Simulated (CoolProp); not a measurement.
The numbers come from the reference Helmholtz-energy equation of state, Zhou 2011 in CoolProp.

Q: For dimethyl carbonate, give the phase and the density (kg/m³), fugacity coefficient at 573.8 K and 5.64 MPa.

A: 
- 573.8 K and 5.64 MPa: supercritical; density 248, fugacity coefficient 0.652
